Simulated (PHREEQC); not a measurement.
Dissolve 0.0011 mol CuSO4 and 0.00011 mol H2SO4 per kg of water at 25 °C. Closed to the air; pH follows from the charge balance.

Model: ion-association model, wateq4f.dat, run in PHREEQC.

The ionic strength comes out as 0.00420 mol/kgw. What activity coefficients do H+, Cu+2, HSO4-, SO4-2 get?

H+ 0.94, Cu+2 0.76, HSO4- 0.93, SO4-2 0.76.

No solid was allowed to form.
